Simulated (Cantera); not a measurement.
Input: 1 mol CaCO₃, 0.012 mol C, 0.011 mol H₂O, held at 948 K and 0.560 bar.

Cantera's Mixture.equilibrate('TP', solver="vcs", rtol=1e-11, max_steps=5000) on the NASA tables stopped like this:

```
ERROR: FAILURE its = 5001!

*******************************************************************************
CanteraError thrown by MultiPhase::equilibrate:
VCS solver failed. Return code: -1
*******************************************************************************
```

### Question
What got this run through?

### Answer
Several could match; the one computed here: The failure is numerical, not chemical. The same input converged with solver="gibbs", rtol=1e-10, max_steps=50000, and the result passed a check of the equilibrium conditions:
```
T = 948 K  P = 56000 Pa  gas = 0.01827 mol
   x: H2 4.761e-01  CO 3.195e-01  CO2 1.001e-01  H2O 8.250e-02  CH4 2.179e-02
   condensed (mol): C(gr) 0.003938  CaCO3(caL) 1
```

The gas is ideal and each condensed phase is pure.
